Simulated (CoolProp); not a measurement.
Model: reference Helmholtz-energy equation of state, Tillner-Roth 1997, in CoolProp.

Question: Give the vapour pressure (bar), enthalpy of vaporisation (kJ/kg), vapour Z of saturated CH2F2 (R32) at 191.4 K.

Answer: 
```csv
T (K),p (bar),enthalpy of vaporisation (kJ/kg),vapour Z
191.4,0.165,412,0.987
```
